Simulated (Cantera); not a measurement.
An adiabatic, constant-volume homogeneous reactor starts with 4.62 % CH4, 20.1 % O2, 75.3 % N2, equivalence ratio 0.46, at 1675 K and 1.00 bar.

Cantera simulation using GRI-Mech 3.0 (53 species, 325 reactions); the numbers are that mechanism's predictions, not measurements.

Problem. Predict: time of steepest temperature rise; temperature at 1.00 s; equilibrium temperature; x(O2) at 1.00 s; x(NO) at 1.00 s.

Solution. 
```
Quantity                                                          Result
---------------------------------  -------------------------------------
time of steepest temperature rise                               0.227 ms
temperature at 1.00 s                                             2619 K
equilibrium temperature                                           2619 K
x(O2) at 1.00 s                    0.0963 (gas-phase equilibrium 0.0963)
x(NO) at 1.00 s                    0.0184 (gas-phase equilibrium 0.0184)
```
